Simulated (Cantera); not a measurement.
Hydrocarbon pyrolysis for carbon deposition

A perfectly stirred reactor is fed with 2.63 % C₂H₆, 97.4 % N₂, at 0.000970 bar; it is held at 1800 K, and followed from long to short residence time.

Model: GRI-Mech 3.0 (53 species, 325 reactions), integrated in Cantera. GRI-Mech 3.0 stops at C3 and has no aromatics, soot or wall deposition, so with more carbon than oxygen in the feed, carbon stays in small species such as C2H2 where larger ones or solid carbon would form. Radical loss at walls, strong at low pressure, is not modelled.

| τ (s) | x C₂H₆ | x CH₂ | x C₂H₂ | x CH₄ | x C₂H₄ | x CH₃ |
|---|---|---|---|---|---|---|
| 14 | 5.00e-6 | 6.14e-6 | 0.0240 | 0.000946 | 3.64e-5 | 0.000357 |
| 4.8 | 1.43e-5 | 1.02e-5 | 0.0237 | 0.00151 | 0.000100 | 0.000618 |
| 1.7 | 3.93e-5 | 1.64e-5 | 0.0230 | 0.00226 | 0.000256 | 0.00105 |
| 0.59 | 0.000109 | 2.60e-5 | 0.0217 | 0.00322 | 0.000636 | 0.00181 |
| 0.21 | 0.000290 | 3.91e-5 | 0.0197 | 0.00424 | 0.00145 | 0.00307 |
| 0.073 | 0.000784 | 5.62e-5 | 0.0161 | 0.00500 | 0.00308 | 0.00523 |
| 0.026 | 0.00205 | 7.39e-5 | 0.0109 | 0.00480 | 0.00547 | 0.00850 |
| 0.0090 | 0.00531 | 8.34e-5 | 0.00470 | 0.00322 | 0.00712 | 0.0125 |
| 0.0032 | 0.0119 | 6.69e-5 | 0.000845 | 0.00127 | 0.00490 | 0.0137 |
| 0.0011 | 0.0198 | 2.59e-5 | 2.68e-5 | 0.000272 | 0.00108 | 0.00928 |
| 0.00039 | 0.0239 | 3.17e-6 | 1.51e-7 | 4.39e-5 | 6.12e-5 | 0.00431 |
x: mole fraction; the columns are a selection and need not sum to one.
